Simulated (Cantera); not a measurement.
Thermodynamics of abatement and gas-phase synthesis, feed S + H₂O + H₂

Charge: 1 mol S, 0.26 mol H₂O, 1.8 mol H₂, held at 0.00133 bar.

Method: chemical equilibrium by Gibbs-energy minimisation in Cantera with the NASA 1993 tables (ideal gas, pure condensed phases). Candidate condensed phases: H₂O, H₂SO₄, S; 19 gas species. Gases not in the tables: S₃ to S₇. Kinetics and transport are ignored.

```tsv
T (°C)	x H₂	x H₂S	x S₂	x H₂O	x SH	x SO	x S
852	0.542	0.249	0.0950	0.114	0.000504	4.40e-6	1.05e-6
902	0.577	0.194	0.117	0.111	0.000808	1.06e-5	3.11e-6
952	0.605	0.150	0.134	0.109	0.00121	2.34e-5	8.24e-6
1002	0.628	0.115	0.148	0.107	0.00172	4.83e-5	1.99e-5
1052	0.645	0.0888	0.158	0.106	0.00236	9.44e-5	4.46e-5
1102	0.657	0.0687	0.166	0.104	0.00311	0.000175	9.33e-5
1152	0.667	0.0537	0.171	0.103	0.00400	0.000312	0.000185
1202	0.674	0.0423	0.175	0.102	0.00503	0.000533	0.000347
1252	0.679	0.0337	0.177	0.101	0.00620	0.000876	0.000624
1302	0.683	0.0271	0.178	0.0995	0.00751	0.00139	0.00108
1352	0.686	0.0220	0.179	0.0977	0.00896	0.00213	0.00180
1402	0.688	0.0180	0.178	0.0956	0.0105	0.00317	0.00290
1452	0.688	0.0148	0.176	0.0930	0.0122	0.00456	0.00454
```
x: gas mole fraction; nothing condenses.

From 852 °C to 1452 °C nothing is condensed.
